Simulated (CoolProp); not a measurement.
Properties of R245ca along the isobar 10000 kPa.

Model: reference Helmholtz-energy equation of state, Zhou 2016, in CoolProp.

```tsv
T (K)	phase	Z	cv (kJ/(kg K))	expansivity (1/kK)
387	liquid	0.3510	___	2.421
394	liquid	0.3508	___	2.539
401	liquid	0.3510	1.130	2.671
408	liquid	0.3517	___	2.821
415	liquid	0.3528	1.148	2.992
422	liquid	0.3546	___	___
429	liquid	0.3569	1.167	3.415
436	liquid	0.3600	___	3.677
443	liquid	0.3640	1.186	3.981
450	supercritical	0.3689	1.195	4.336
```

Q: What belongs in the gaps?

A: 
- 387, cv (kJ/(kg K)): 1.112
- 394, cv (kJ/(kg K)): 1.121
- 408, cv (kJ/(kg K)): 1.139
- 422, cv (kJ/(kg K)): 1.157
- 422, expansivity (1/kK): 3.189
- 436, cv (kJ/(kg K)): 1.176
